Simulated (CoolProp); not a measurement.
Saturation properties of CH3F (R41).

Computed with CoolProp (reference Helmholtz-energy equation of state, Lemmon 2006). It is a short technical equation, of lower accuracy than the large ones.

```json
[
 {"T (K)": "211.7", "p (kPa)": "236.9", "liquid density (kg/m³)": "844.7", "enthalpy of vaporisation (kJ/kg)": "462.9", "liquid cp (kJ/(kg K))": "2.107", "vapour Z": "0.9280", "surface tension (mN/m)": "12.9"},
 {"T (K)": "221", "p (kPa)": "355.8", "liquid density (kg/m³)": "823.5", "enthalpy of vaporisation (kJ/kg)": "447.9", "liquid cp (kJ/(kg K))": "2.139", "vapour Z": "0.9074", "surface tension (mN/m)": "11.5"},
 {"T (K)": "230.3", "p (kPa)": "515.8", "liquid density (kg/m³)": "801.3", "enthalpy of vaporisation (kJ/kg)": "431.7", "liquid cp (kJ/(kg K))": "2.180", "vapour Z": "0.8833", "surface tension (mN/m)": "10.1"},
 {"T (K)": "239.6", "p (kPa)": "725.3", "liquid density (kg/m³)": "778.0", "enthalpy of vaporisation (kJ/kg)": "414.1", "liquid cp (kJ/(kg K))": "2.235", "vapour Z": "0.8554", "surface tension (mN/m)": "8.79"},
 {"T (K)": "248.9", "p (kPa)": "993.4", "liquid density (kg/m³)": "753.1", "enthalpy of vaporisation (kJ/kg)": "394.8", "liquid cp (kJ/(kg K))": "2.306", "vapour Z": "0.8235", "surface tension (mN/m)": "7.51"},
 {"T (K)": "258.2", "p (kPa)": "1330", "liquid density (kg/m³)": "726.5", "enthalpy of vaporisation (kJ/kg)": "373.3", "liquid cp (kJ/(kg K))": "2.400", "vapour Z": "0.7872", "surface tension (mN/m)": "6.26"},
 {"T (K)": "267.5", "p (kPa)": "1745", "liquid density (kg/m³)": "697.7", "enthalpy of vaporisation (kJ/kg)": "349.3", "liquid cp (kJ/(kg K))": "2.528", "vapour Z": "0.7459", "surface tension (mN/m)": "5.06"},
 {"T (K)": "276.8", "p (kPa)": "2250", "liquid density (kg/m³)": "665.9", "enthalpy of vaporisation (kJ/kg)": "321.8", "liquid cp (kJ/(kg K))": "2.710", "vapour Z": "0.6988", "surface tension (mN/m)": "3.91"},
 {"T (K)": "286.1", "p (kPa)": "2858", "liquid density (kg/m³)": "630.1", "enthalpy of vaporisation (kJ/kg)": "289.8", "liquid cp (kJ/(kg K))": "2.993", "vapour Z": "0.6444", "surface tension (mN/m)": "2.83"},
 {"T (K)": "295.4", "p (kPa)": "3585", "liquid density (kg/m³)": "588.1", "enthalpy of vaporisation (kJ/kg)": "251.0", "liquid cp (kJ/(kg K))": "3.497", "vapour Z": "0.5801", "surface tension (mN/m)": "1.82"},
 {"T (K)": "304.7", "p (kPa)": "4451", "liquid density (kg/m³)": "534.8", "enthalpy of vaporisation (kJ/kg)": "200.4", "liquid cp (kJ/(kg K))": "4.715", "vapour Z": "0.4995", "surface tension (mN/m)": "0.917"}
]
```

It boils at 194.8 K under 1 atm.

Surface tension comes from a separate correlation (Mulero 2012).
